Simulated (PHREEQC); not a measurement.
## Acid rinse or clean: speciation

Solution (25 °C): 0.03 mol/kgw H2SO4, 8.2e-05 mol/kgw CaCl2 and 0.0036 mol/kgw CuCl2. Closed to the air; pH follows from the charge balance.

Equilibrium calculation in PHREEQC: ion-association model, phreeqc.dat.

Each row changes one thing in this solution. This is a speciation only: nothing precipitates in the calculation.

```tsv
case	pH	ionic strength (mol/kgw)	HSO4- (mol/kgw)	Ca+2 (mol/kgw)	CaSO4 (mol/kgw)	CaHSO4+ (mol/kgw)	SI of Gypsum (CaSO4:2H2O)
as made	1.46	0.0592	0.0187	5.63e-5	2.00e-5	5.73e-6	-2.36
CaCl2 from 8.2e-05 to 9.02e-05 mol/kgw	1.46	0.0592	0.0187	6.19e-5	2.20e-5	6.30e-6	-2.32
CaCl2 from 8.2e-05 to 0.000123 mol/kgw	1.46	0.0593	0.0187	8.45e-5	2.99e-5	8.59e-6	-2.19
CaCl2 replaced by Ca(OH)2 at the same molality	1.46	0.0591	0.0187	5.62e-5	2.00e-5	5.73e-6	-2.36
0.027 mol/kgw MgBr2 added	1.43	0.127	…	6.51e-5	…	4.16e-6	-2.55
CuCl2 replaced by CdCl2 at the same molality	1.46	0.0579	0.0186	5.63e-5	2.00e-5	…	-2.36
```

Task: Some entries are withheld; supply them.

Result: 
- 0.027 mol/kgw MgBr2 added, HSO4- (mol/kgw): 0.0146
- 0.027 mol/kgw MgBr2 added, CaSO4 (mol/kgw): 1.27e-5
- CuCl2 replaced by CdCl2 at the same molality, CaHSO4+ (mol/kgw): 5.74e-6

Species that the database lacks are ignored.
